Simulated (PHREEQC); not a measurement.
Model water analysis in mg/L, 5 °C, pH 7.42, pe -0.6:

| constituent | mg/L |
|---|---|
| Na | 2570 |
| K | 280 |
| Ca | 62.1 |
| Mg | 26.4 |
| Cl | 4170 |
| S(6) as SO4 | 413 |
| Alkalinity as HCO3 | 1.28 |
| Fe(2) | 61.3 |
| B | 0.611 |
| N(-3) as NH4 | 31.3 |

Valence states are taken as typed.

The numbers come from PHREEQC with the ion-association model, phreeqc.dat.

**Question.** The ionic strength comes out as 0.134 mol/kgw. What activity coefficients do HCO3-, NaSO4-, K+, Mg+2, Ca+2 get?

**Answer.** HCO3- 0.78, NaSO4- 0.78, K+ 0.75, Mg+2 0.39, Ca+2 0.37.

Precipitation was switched off in this run. At this temperature some constants are extrapolated from 25 °C, and those without enthalpy data are left unchanged.
